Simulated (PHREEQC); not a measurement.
Model water analysis in mg/L, 70 °C, pH 5.87, pe 11.5:

| constituent | mg/L |
|---|---|
| Na | 1.41 |
| K | 0.0118 |
| Ca | 0.933 |
| Mg | 0.397 |
| Cl | 3.9 |
| S(6) as SO4 | 0.634 |
| Alkalinity as HCO3 | 1.03 |
| Si as SiO2 | 0.0315 |
| Ba | 0.0353 |
| Cu(2) | 0.0256 |
| B | 0.00181 |
| F | 0.000332 |

Na is adjusted to close the charge balance.
Valence states are taken as typed.

The numbers come from PHREEQC with the ion-association model, wateq4f.dat.

```yaml
ionic_strength: 0.000188 mol/kgw
```

```json
[
 {"species": "O2", "molality": "0.000227", "activity": "0.000227", "log γ": "0.000"},
 {"species": "Cl-", "molality": "0.000110", "activity": "0.000108", "log γ": "-0.008"},
 {"species": "Na+", "molality": "5.93e-5", "activity": "5.82e-5", "log γ": "-0.007"},
 {"species": "CO2", "molality": "4.88e-5", "activity": "4.88e-5", "log γ": "0.000"},
 {"species": "Ca+2", "molality": "2.32e-5", "activity": "2.17e-5", "log γ": "-0.030"},
 {"species": "HCO3-", "molality": "1.81e-5", "activity": "1.78e-5", "log γ": "-0.007"},
 {"species": "Mg+2", "molality": "1.63e-5", "activity": "1.52e-5", "log γ": "-0.030"},
 {"species": "SO4-2", "molality": "6.50e-6", "activity": "6.06e-6", "log γ": "-0.030"},
 {"species": "H+", "molality": "1.37e-6", "activity": "1.35e-6", "log γ": "-0.007"},
 {"species": "H4SiO4", "molality": "5.24e-7", "activity": "5.24e-7", "log γ": "0.000"},
 {"species": "Cu+2", "molality": "3.89e-7", "activity": "3.63e-7", "log γ": "-0.030"},
 {"species": "K+", "molality": "3.02e-7", "activity": "2.97e-7", "log γ": "-0.008"},
 {"species": "Ba+2", "molality": "2.56e-7", "activity": "2.39e-7", "log γ": "-0.030"},
 {"species": "H3BO3", "molality": "1.67e-7", "activity": "1.67e-7", "log γ": "0.000"},
 {"species": "OH-", "molality": "1.16e-7", "activity": "1.14e-7", "log γ": "-0.008"},
 {"species": "MgSO4", "molality": "5.91e-8", "activity": "5.91e-8", "log γ": "0.000"}
]
```

Precipitation was switched off in this run. Away from 25 °C the constants follow the database's enthalpies or fits; those with neither stay at their 25 °C values. SiF6-2 is the database's only silicon fluoride. Real BF4- forms and hydrolyses slowly; the run takes it at equilibrium.
